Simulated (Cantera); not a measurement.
An isothermal, constant-pressure homogeneous reactor starts with 26.5 % CH4, 69.0 % CO2, 4.51 % H2O, at 1825 K and 101000 Pa.

Detailed kinetics in Cantera: GRI-Mech 3.0 (53 species, 325 reactions).

x: mole fraction; the columns are a selection and need not sum to one.

```json
[
 {"t (s)": "4.00e-5", "x CH4": "0.262", "x CO2": "0.689", "x H2": "0.00174", "x HO2": "2.00e-12", "x CH2O": "1.57e-5", "x O2": "6.55e-12"},
 {"t (s)": "8.25e-5", "x CH4": "0.256", "x CO2": "0.687", "x H2": "0.00573", "x HO2": "2.46e-12", "x CH2O": "6.40e-5", "x O2": "2.21e-11"},
 {"t (s)": "0.000170", "x CH4": "0.239", "x CO2": "0.679", "x H2": "0.0200", "x HO2": "3.19e-12", "x CH2O": "0.000135", "x O2": "8.24e-11"},
 {"t (s)": "0.000350", "x CH4": "___", "x CO2": "0.656", "x H2": "___", "x HO2": "4.50e-12", "x CH2O": "0.000133", "x O2": "2.68e-10"},
 {"t (s)": "0.000722", "x CH4": "0.155", "x CO2": "0.611", "x H2": "0.101", "x HO2": "6.32e-12", "x CH2O": "9.06e-5", "x O2": "5.95e-10"},
 {"t (s)": "0.00149", "x CH4": "0.107", "x CO2": "0.543", "x H2": "0.130", "x HO2": "8.52e-12", "x CH2O": "6.31e-5", "x O2": "1.12e-9"},
 {"t (s)": "0.00307", "x CH4": "___", "x CO2": "___", "x H2": "0.125", "x HO2": "1.10e-11", "x CH2O": "___", "x O2": "___"},
 {"t (s)": "0.00632", "x CH4": "0.0257", "x CO2": "0.334", "x H2": "0.0954", "x HO2": "1.46e-11", "x CH2O": "3.87e-5", "x O2": "4.68e-9"},
 {"t (s)": "0.0130", "x CH4": "0.0112", "x CO2": "0.257", "x H2": "0.0910", "x HO2": "1.71e-11", "x CH2O": "2.40e-5", "x O2": "7.93e-9"},
 {"t (s)": "0.0269", "x CH4": "0.00881", "x CO2": "0.210", "x H2": "0.115", "x HO2": "1.05e-11", "x CH2O": "1.18e-5", "x O2": "6.28e-9"},
 {"t (s)": "0.0554", "x CH4": "0.00700", "x CO2": "0.171", "x H2": "0.144", "x HO2": "6.08e-12", "x CH2O": "5.32e-6", "x O2": "4.85e-9"},
 {"t (s)": "0.114", "x CH4": "0.00440", "x CO2": "0.142", "x H2": "0.170", "x HO2": "3.94e-12", "x CH2O": "2.10e-6", "x O2": "4.28e-9"},
 {"t (s)": "0.235", "x CH4": "0.00162", "x CO2": "0.127", "x H2": "0.187", "x HO2": "3.07e-12", "x CH2O": "5.95e-7", "x O2": "4.09e-9"},
 {"t (s)": "0.485", "x CH4": "0.000109", "x CO2": "0.123", "x H2": "0.192", "x HO2": "2.89e-12", "x CH2O": "7.38e-8", "x O2": "4.01e-9"},
 {"t (s)": "1.00", "x CH4": "3.79e-8", "x CO2": "0.123", "x H2": "0.192", "x HO2": "3.01e-12", "x CH2O": "4.04e-8", "x O2": "4.22e-9"}
]
```

**Question.** Fill in the missing entries.

**Answer.** 
- 0.000350, x CH4: 0.202
- 0.000350, x H2: 0.0553
- 0.00307, x CH4: 0.0605
- 0.00307, x CO2: 0.446
- 0.00307, x CH2O: 4.77e-5
- 0.00307, x O2: 2.14e-9
